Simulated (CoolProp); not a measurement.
Saturated liquid density (kg/m³) of n-pentane: the reference equation beside estimates from Tc = 196.5 °C, pc = 33.68 bar, ω = 0.251. Rackett uses Z = 0.29056 − 0.08775 ω.

The numbers come from the reference Helmholtz-energy equation of state, Thol 2019 in CoolProp.

| T (°C) | reference | Rackett | van der Waals | Redlich-Kwong | Soave-Redlich-Kwong | Peng-Robinson |
|---|---|---|---|---|---|---|
| 87.65 | ___ | 550.8 | 332.5 | 474.4 | 496.2 | 562.9 |
| 95.35 | 543.0 | ___ | 326.5 | 463.6 | 485.6 | 551.0 |
| 103.15 | 533.0 | 530.7 | 320.2 | 452.3 | 474.3 | 538.3 |
| 110.95 | ___ | 519.9 | 313.6 | 440.4 | 462.3 | ___ |
| 118.75 | 511.5 | 508.8 | 306.7 | 427.9 | 449.6 | 510.3 |
| 126.55 | 499.9 | ___ | 299.4 | 414.8 | 436.0 | 494.9 |
| 134.35 | 487.6 | ___ | 291.6 | 400.8 | 421.6 | 478.3 |
| 142.05 | 474.6 | 471.5 | 283.5 | 386.2 | 406.3 | 460.6 |
| 149.85 | 460.3 | 457.2 | 274.6 | 370.4 | 389.5 | 441.1 |
| 157.65 | 444.7 | 441.7 | 265.0 | 353.2 | 371.1 | 419.7 |

**Question.** What belongs in the gaps?

**Answer.** 
- 87.65, reference: 552.6
- 95.35, Rackett: 541.0
- 110.95, reference: 522.5
- 110.95, Peng-Robinson: 524.7
- 126.55, Rackett: 497.0
- 134.35, Rackett: 484.6

Absolute difference from the reference over all 10 rows, mean and median: Rackett 0.5 and 0.6 %, van der Waals 40.1 and 40.1 %, Redlich-Kwong 17.0 and 16.7 %, Soave-Redlich-Kwong 12.8 and 12.4 %, Peng-Robinson 2.1 and 1.7 %.
